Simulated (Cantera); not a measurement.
A freely propagating, adiabatic, planar premixed flame of 41.7 % H2, 11.6 % O2, 43.4 % N2, 3.34 % H2O, equivalence ratio 1.8, unburnt at 300 K and 76000 Pa; mixture-averaged transport, grid criteria slope 0.08 and curve 0.16, no radiation.

Detailed kinetics in Cantera: the H2/O2 subset of GRI-Mech 3.0, which has no nitrogen chemistry. Burning velocities carry a grid error of a few per cent, more on coarse grids.

### Question
Predict: laminar burning velocity; thermal thickness; peak x(H); peak x(OH); peak x(H2O2).

### Answer
```json
{
  "laminar_burning_velocity": "288 cm/s",
  "thermal_thickness": "0.434 mm",
  "peak x(H)": "0.0692",
  "peak x(OH)": "0.00432",
  "peak x(H2O2)": "0.000113"
}
```
